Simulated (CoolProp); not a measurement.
Propyne at 367.43 K and 2.15 MPa is throttled through a valve to 1.16 MPa with no heat exchange. Each further row changes one setting.

Model: reference Helmholtz-energy equation of state, Polt 1992, in CoolProp. This equation is an older, rougher fit.

```
case                       temperature change (K)  final density (kg/m³)
-------------------------  ----------------------  ---------------------
as stated                                     [?]                    [?]
outlet pressure 0.348 MPa                     [?]                   5.14
outlet pressure 1.51 MPa                      [?]                    [?]
```

Question: Complete the blanks.

Answer: 
- as stated, temperature change (K): -15.4
- as stated, final density (kg/m³): 18.1
- outlet pressure 0.348 MPa, temperature change (K): -28.3
- outlet pressure 1.51 MPa, temperature change (K): -9.9
- outlet pressure 1.51 MPa, final density (kg/m³): 24.1
